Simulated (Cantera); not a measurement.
**Low-pressure radical oxidation in H2/O2**

An isothermal, constant-pressure homogeneous reactor starts with 15.5 % H2, 84.5 % O2, equivalence ratio 0.092, at 950 K and 2500 Pa.

Detailed kinetics in Cantera: the H2/O2 subset of GRI-Mech 3.0, which has no nitrogen chemistry. Radical loss at walls, strong at low pressure, is not modelled. The temperature is held fixed by assumption; the heat of reaction is taken as removed at once.

```
t (s)         x H2   x O2     x HO2       x O       x H    x H2O2
--------  --------  -----  --------  --------  --------  --------
0.000100     0.155  0.845  5.75e-11  1.82e-11  5.60e-11    <1e-12
0.000238     0.155  0.845  1.42e-10  1.05e-10  2.08e-10    <1e-12
0.000568     0.155  0.845  4.50e-10   1.40e-9   2.40e-9    <1e-12
0.00135      0.155  0.845   3.49e-8   3.50e-7   5.95e-7  8.46e-12
0.00323     0.0707  0.809   2.17e-5    0.0147    0.0364   7.57e-7
0.00769    0.00251  0.828   2.58e-5   0.00324   0.00176   9.88e-7
0.0183    0.000434  0.832   1.00e-5  0.000374   4.56e-5   5.76e-7
0.0437    0.000105  0.832   3.47e-6   6.99e-5   3.54e-6   3.32e-7
0.104      2.38e-5  0.832   1.05e-6   1.54e-5   3.76e-7   1.73e-7
0.248      4.35e-6  0.832   2.84e-7   3.61e-6   4.31e-8   8.39e-8
0.591      6.19e-7  0.832   7.61e-8   9.32e-7   5.49e-9   3.85e-8
1.41       7.73e-8  0.832   2.29e-8   2.76e-7  8.57e-10   1.74e-8
3.36       1.40e-8  0.832   7.97e-9   9.34e-8  1.66e-10   7.97e-9
8.00       4.24e-9  0.832   3.05e-9   3.45e-8  3.71e-11   3.70e-9
```
x: mole fraction; the columns are a selection and need not sum to one.

Equilibrium at this temperature and pressure: H2 2.14e-11, O2 0.832, HO2 5.81e-10, O 1.85e-10, H <1e-12, H2O2 3.48e-11 (gas phase only).
